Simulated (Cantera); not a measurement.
A Cantera script and what it prints.

```python
import numpy as np
import cantera as ct

gas_names = """
    CL CL2 H HCL H2 Si SiCL SiCL2 SiCL3 SiCL4 SiH SiHCL3 SiH2 SiH2CL2 SiH3 SiH3CL SiH4 Si2 Si3
""".split()
cond_names = """
    Si(cr) Si(L)
""".split()


# ... load() reads the species with a 1 bar reference pressure and builds the phases ...
atoms = {
    'SiH2Cl2': {'Si': 1, 'H': 2, 'CL': 2},
    'Cl2': {'CL': 2},
    'H2': {'H': 2},
}
top_T = {}  # K; cautious upper limits of use, not melting points


# ... equilibrate(T, P, feed) seeds the gas with the atoms and calls Mixture.equilibrate('TP', solver="vcs", rtol=1e-11, max_steps=5000) ...
results = []
feed = {'SiH2Cl2': 1, 'Cl2': 0.13, 'H2': 180}  # mol
T = 1425  # K
P = 101325  # Pa
mix = equilibrate(T, P, feed)
results.append((T, P, feed, dict(zip(mix.species_names, mix.species_moles))))
x = sorted(zip(gas.X, gas.species_names), reverse=True)
print(f"T = {T:g} K  P = {P:g} Pa  gas = {mix.phase_moles(0):.4g} mol")
print("   x: " + "  ".join(f"{s} {v:.3e}" for v, s in x if v > 1e-05))
print("   condensed (mol): " + ("  ".join(f"{mix.phase(i).name} {mix.phase_moles(i):.4g}"
      for i in range(1, mix.n_phases) if mix.phase_moles(i) > 1e-12) or "none"))
```

Output:

```
T = 1425 K  P = 101325 Pa  gas = 182.1 mol
   x: H2 9.881e-01  HCL 1.141e-02  SiCL2 3.978e-04  SiH2CL2 2.514e-05  SiHCL3 2.431e-05  SiCL3 1.905e-05
   condensed (mol): Si(cr) 0.9128
```

These are equilibrium values from Cantera (NASA tables, ideal gas, pure condensed phases), not measurements of a reactor. The tables' values for SiCl3 are old estimates; treat these amounts as uncertain.
